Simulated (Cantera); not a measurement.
Charge: 1 mol H2S, 0.67 mol H2O, 0.057 mol O2, at 1725 °C and 7.50 Torr.

Equilibrium computed with Cantera from the NASA thermochemical tables; the gas is ideal and each condensed phase is pure. Candidate condensed phases: H2O, H2SO4, S; 19 gas species. The numbers say what is thermodynamically allowed, not how fast it happens.

**Question.** What is the equilibrium state?

**Answer.** 
| Quantity | Result |
|---|---|
| x(H2) | 0.473 |
| x(H2O) | 0.237 |
| x(S2) | 0.162 |
| x(SO) | 0.0367 |
| x(SO2) | 0.0357 |
| x(SH) | 0.0197 |
| x(S) | 0.0126 |
| x(H2S) | 0.0113 |
| x(H) | 0.0110 |
| gas amount | 2.267 mol |
| log10 activity of S(l) (absent) | -2.97 |
